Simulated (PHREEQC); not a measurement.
A made-up water analysis in mmol/kgw, 25 °C, pH 6.37, pe 10.4:

| constituent | mmol/kgw |
|---|---|
| Na | 0.0311 |
| K | 0.0087 |
| Ca | 0.0424 |
| Mg | 0.135 |
| Cl | 0.0771 |
| S(6) | 0.0309 |
| Alkalinity (meq/kgw) | 0.0815 |
| Ni | 9.36e-05 |
| O(0) (counted as O atoms) | 0.00803 |
| Cd | 0.00651 |

Valence states are taken as typed.

All values are PHREEQC results (ion-association model, wateq4f.dat), not measurements.

```
Property                         Value
--------------------  ----------------
ionic strength        0.000525 mol/kgw
charge-balance error            30.0 %
```

```
species  molality  activity   log γ
-------  --------  --------  ------
Mg+2     0.000134  0.000121  -0.045
HCO3-     8.17e-5   7.96e-5  -0.011
Cl-       7.71e-5   7.51e-5  -0.011
CO2       7.64e-5   7.64e-5   0.000
Ca+2      4.22e-5   3.80e-5  -0.045
Na+       3.11e-5   3.03e-5  -0.011
SO4-2     2.99e-5   2.69e-5  -0.045
K+        8.70e-6   8.47e-6  -0.011
Cd+2      6.41e-6   5.77e-6  -0.045
```

Precipitation was switched off in this run.
